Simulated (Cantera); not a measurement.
Feed: 1 mol TiO2, 2.8 mol CH4, 0.1 mol H2, equilibrated at 1398.15 K and 11.3 Torr.

These are equilibrium values from Cantera (NASA tables, ideal gas, pure condensed phases), not measurements of a reactor. Candidate condensed phases: C, C6H6, C7H8, C8H18, H2O, Ti, TiC, TiO, TiO2, Ti2O3, Ti3O5, Ti4O7; 113 gas species. Mutual solubility and eutectic melting of coexisting phases are not modelled. TiC: taken at fixed stoichiometry. Kinetics and transport are ignored.

**Question.** What is the equilibrium state?

**Answer.** 
| Quantity | Value |
|---|---|
| x(H2) | 0.752 |
| x(CO) | 0.248 |
| x(H2O) | 5.52e-5 |
| x(H) | 3.36e-5 |
| x(CO2) | 8.41e-6 |
| x(CH4) | 7.10e-6 |
| n(TiC(s)) | 0.920 mol |
| n(Ti2O3(s)) | 0.0399 mol |
| gas amount | 7.580 mol |
| log10 activity of Ti3O5(s) (absent) | -0.18 |
| log10 activity of Ti4O7(s) (absent) | -0.70 |
| log10 activity of C(graphite) (absent) | -0.72 |
